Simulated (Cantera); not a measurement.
Input: 1 mol Si2Cl6, 82 mol N2, 0.14 mol NH3, at 29.0 Pa.

Equilibrium computed with Cantera from the NASA thermochemical tables; the gas is ideal and each condensed phase is pure. Candidate condensed phases: NH4Cl, Si, Si3N4; 28 gas species. The feed counts by its element totals alone. The tables' values for SiCl3 are old estimates; treat these amounts as uncertain. Equilibrium is a limit: real reactors are often held back by kinetics, nucleation or transport.

x: gas mole fraction; n: condensed amount in mol.

```json
[
 {"T (K)": "1023", "x N2": "0.978", "x SiCl4": "0.0165", "x SiCl2": "4.92e-5", "x HCl": "0.00498", "x SiCl3": "0.000196", "x Cl": "(withheld)", "x H2": "2.62e-5", "n Si3N4(s)": "0.199"},
 {"T (K)": "1073", "x N2": "0.978", "x SiCl4": "0.0162", "x SiCl2": "0.000228", "x HCl": "0.00498", "x SiCl3": "0.000481", "x Cl": "(withheld)", "x H2": "2.42e-5", "n Si3N4(s)": "0.195"},
 {"T (K)": "1123", "x N2": "0.978", "x SiCl4": "0.0155", "x SiCl2": "0.000903", "x HCl": "0.00498", "x SiCl3": "0.00106", "x Cl": "(withheld)", "x H2": "2.28e-5", "n Si3N4(s)": "0.181"},
 {"T (K)": "1173", "x N2": "0.976", "x SiCl4": "0.0136", "x SiCl2": "0.00305", "x HCl": "0.00497", "x SiCl3": "0.00205", "x Cl": "(withheld)", "x H2": "2.25e-5", "n Si3N4(s)": "0.145"},
 {"T (K)": "1223", "x N2": "0.973", "x SiCl4": "0.00994", "x SiCl2": "0.00842", "x HCl": "0.00494", "x SiCl3": "0.00324", "x Cl": "(withheld)", "x H2": "2.44e-5", "n Si3N4(s)": "0.0606"},
 {"T (K)": "1273", "x N2": "0.971", "x SiCl4": "0.00746", "x SiCl2": "0.0124", "x HCl": "0.00494", "x SiCl3": "0.00376", "x Cl": "(withheld)", "x H2": "1.54e-5", "n Si3N4(s)": "0"},
 {"T (K)": "1323", "x N2": "0.971", "x SiCl4": "0.00725", "x SiCl2": "0.0124", "x HCl": "0.00496", "x SiCl3": "0.00405", "x Cl": "(withheld)", "x H2": "5.54e-6", "n Si3N4(s)": "0"},
 {"T (K)": "1373", "x N2": "0.971", "x SiCl4": "0.00692", "x SiCl2": "0.0124", "x HCl": "0.00496", "x SiCl3": "0.00431", "x Cl": "(withheld)", "x H2": "2.21e-6", "n Si3N4(s)": "0"},
 {"T (K)": "1423", "x N2": "0.970", "x SiCl4": "0.00629", "x SiCl2": "0.0128", "x HCl": "0.00496", "x SiCl3": "0.00452", "x Cl": "(withheld)", "x H2": "1.02e-6", "n Si3N4(s)": "0"},
 {"T (K)": "1473", "x N2": "0.968", "x SiCl4": "0.00509", "x SiCl2": "0.0139", "x HCl": "0.00495", "x SiCl3": "0.00455", "x Cl": "(withheld)", "x H2": "5.88e-7", "n Si3N4(s)": "0"}
]
```

Fill in the missing entries.


- 1023, x Cl: 2.18e-7
- 1073, x Cl: 7.54e-7
- 1123, x Cl: 2.32e-6
- 1173, x Cl: 6.34e-6
- 1223, x Cl: 1.52e-5
- 1273, x Cl: 4.48e-5
- 1323, x Cl: 0.000165
- 1373, x Cl: 0.000541
- 1423, x Cl: 0.00157
- 1473, x Cl: 0.00389
